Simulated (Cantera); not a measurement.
Equilibrium for sublimation and decomposition of ceramics: Si3N4 + Si + H2

A closed system holds: 1 mol Si3N4, 0.0047 mol Si, 0.034 mol H2, held at 7.50 Torr.

Cantera equilibrium calculation (NASA polynomials, part measured and part estimated; ideal gas, pure solids and liquids). Candidate condensed phases: Si, Si3N4; 31 gas species. Ions and electrons are included (thermal ionisation). The tables' values for SiN are old estimates; treat these amounts as uncertain. The numbers say what is thermodynamically allowed, not how fast it happens.

From 2000 K to 2500 K the condensed part is Si(l). From 3000 K to 5000 K nothing is condensed. The main Si-bearing gas is Si throughout.

```json
[
 {"T (K)": "2000", "x N2": "0.978", "x Si": "0.00435", "x N": "8.92e-9", "x H2": "0.0156", "x e-": "3.12e-10", "x Si+": "3.08e-10", "x H": "0.00203", "x Si2": "4.51e-5", "n Si(l)": "2.99"},
 {"T (K)": "2500", "x N2": "0.490", "x Si": "0.475", "x N": "2.05e-6", "x H2": "0.00219", "x e-": "4.83e-7", "x Si+": "4.83e-7", "x H": "0.0118", "x Si2": "0.0127", "n Si(l)": "0.908"},
 {"T (K)": "3000", "x N2": "0.394", "x Si": "0.589", "x N": "8.74e-5", "x H2": "7.02e-5", "x e-": "1.57e-5", "x Si+": "1.57e-5", "x H": "0.0132", "x Si2": "0.00159", "n Si(l)": "0"},
 {"T (K)": "3500", "x N2": "0.393", "x Si": "0.590", "x N": "0.00139", "x H2": "5.14e-6", "x e-": "0.000181", "x Si+": "0.000181", "x H": "0.0134", "x Si2": "0.000264", "n Si(l)": "0"},
 {"T (K)": "4000", "x N2": "0.386", "x Si": "0.586", "x N": "0.0110", "x H2": "6.98e-7", "x e-": "0.00114", "x Si+": "0.00114", "x H": "0.0133", "x Si2": "6.71e-5", "n Si(l)": "0"},
 {"T (K)": "4500", "x N2": "0.355", "x Si": "0.568", "x N": "0.0536", "x H2": "1.41e-7", "x e-": "0.00482", "x Si+": "0.00482", "x H": "0.0130", "x Si2": "2.18e-5", "n Si(l)": "0"},
 {"T (K)": "5000", "x N2": "0.269", "x Si": "0.517", "x N": "0.172", "x H2": "3.51e-8", "x e-": "0.0149", "x Si+": "0.0149", "x H": "0.0121", "x Si2": "7.68e-6", "n Si(l)": "0"}
]
```
x: gas mole fraction; n: condensed amount in mol.
